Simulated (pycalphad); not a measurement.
**Phase fractions of Cu-86.9Si (at.%)**

Source of the numbers: pycalphad with the COST 507 light-alloy database (1999); pressure 1 atm. The database dates from 1999; later assessments differ in places, in temperatures and in the compounds included. Phase fractions are per mole of atoms. Kinetics are ignored, which matters at the lower temperatures.

```tsv
T (K)	liquid	diamond (Si)	CU19SI6_ETA
1650	1.000	-	-
1550	0.592	0.408	-
1450	0.363	0.637	-
1350	0.268	0.732	-
1250	0.223	0.777	-
1150	0.200	0.800	-
1050	-	0.828	0.172
950	-	0.828	0.172
850	-	0.828	0.172
750	-	0.828	0.172
650	-	0.828	0.172
550	-	0.828	0.172
```

Database names, with the compositions (at.%) that they take in these runs: CU19SI6_ETA: Cu 76 Si 24.
